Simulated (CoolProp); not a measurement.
Saturation properties of R22 (Tc = 96.1 °C, pc = 4.990 MPa, ω = 0.221).

The numbers come from the reference Helmholtz-energy equation of state, Kamei 1995 in CoolProp.

| T (°C) | p (MPa) | liquid density (kg/m³) | vapour Z | liquid viscosity (µPa s) | vapour viscosity (µPa s) |
|---|---|---|---|---|---|
| -72.15 | [?] | 1497 | 0.9897 | 466 | 9.19 |
| -67.15 | [?] | 1483 | 0.9870 | [?] | 9.43 |
| -62.25 | 0.03292 | 1470 | 0.9839 | 395 | 9.66 |
| -57.35 | 0.04355 | 1456 | 0.9803 | 365 | 9.89 |
| -52.35 | 0.05710 | 1442 | 0.9761 | 339 | 10.1 |
| -47.45 | 0.07345 | 1428 | 0.9714 | 315 | 10.4 |
| -42.45 | 0.09377 | 1414 | 0.9661 | [?] | 10.6 |
| -37.55 | 0.1178 | 1400 | 0.9602 | 275 | 10.8 |
| -32.65 | 0.1463 | 1385 | 0.9538 | 257 | 11.1 |
| -27.65 | 0.1808 | [?] | 0.9465 | 241 | 11.3 |
| -22.75 | [?] | 1355 | 0.9387 | 226 | 11.5 |
| -17.85 | 0.2663 | 1340 | [?] | 213 | 11.8 |
| -12.85 | 0.3204 | 1324 | 0.9208 | [?] | 12.0 |

Task: What belongs in the gaps?

Result: 
- -72.15, p (MPa): 0.01780
- -67.15, p (MPa): 0.02450
- -67.15, liquid viscosity (µPa s): 428
- -42.45, liquid viscosity (µPa s): 294
- -27.65, liquid density (kg/m³): 1370
- -22.75, p (MPa): 0.2204
- -17.85, vapour Z: 0.9302
- -12.85, liquid viscosity (µPa s): 200

It boils at -40.8 °C under 1 atm.

Viscosity comes from a separate model (Bell 2016), an estimate that may be off by 10 % or more.
